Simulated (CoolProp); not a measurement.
Aqueous methanol as a coolant, at 19 °C, 1 atm.

Model: Melinder's fits for secondary coolants, in CoolProp.

```json
[
 {"mass %": "3.2", "freezing point (°C)": "[?]", "conductivity (W/(m K))": "[?]", "viscosity (mPa s)": "1.12", "density (kg/m³)": "992.7", "Prandtl number": "8.19"},
 {"mass %": "9.9", "freezing point (°C)": "-6.5", "conductivity (W/(m K))": "[?]", "viscosity (mPa s)": "1.34", "density (kg/m³)": "[?]", "Prandtl number": "10.5"},
 {"mass %": "16.6", "freezing point (°C)": "-12.0", "conductivity (W/(m K))": "[?]", "viscosity (mPa s)": "1.55", "density (kg/m³)": "972.1", "Prandtl number": "12.9"},
 {"mass %": "23.3", "freezing point (°C)": "-18.3", "conductivity (W/(m K))": "0.465", "viscosity (mPa s)": "1.73", "density (kg/m³)": "962.3", "Prandtl number": "15.1"},
 {"mass %": "30", "freezing point (°C)": "-25.7", "conductivity (W/(m K))": "0.431", "viscosity (mPa s)": "1.85", "density (kg/m³)": "952.0", "Prandtl number": "17.0"},
 {"mass %": "36.7", "freezing point (°C)": "-34.1", "conductivity (W/(m K))": "0.400", "viscosity (mPa s)": "[?]", "density (kg/m³)": "940.9", "Prandtl number": "18.4"},
 {"mass %": "43.5", "freezing point (°C)": "-43.9", "conductivity (W/(m K))": "[?]", "viscosity (mPa s)": "1.88", "density (kg/m³)": "928.8", "Prandtl number": "19.0"}
]
```

**Question.** Complete the blanks.

**Answer.** 
- 3.2, freezing point (°C): -1.9
- 3.2, conductivity (W/(m K)): 0.577
- 9.9, conductivity (W/(m K)): 0.538
- 9.9, density (kg/m³): 981.9
- 16.6, conductivity (W/(m K)): 0.501
- 36.7, viscosity (mPa s): 1.89
- 43.5, conductivity (W/(m K)): 0.370
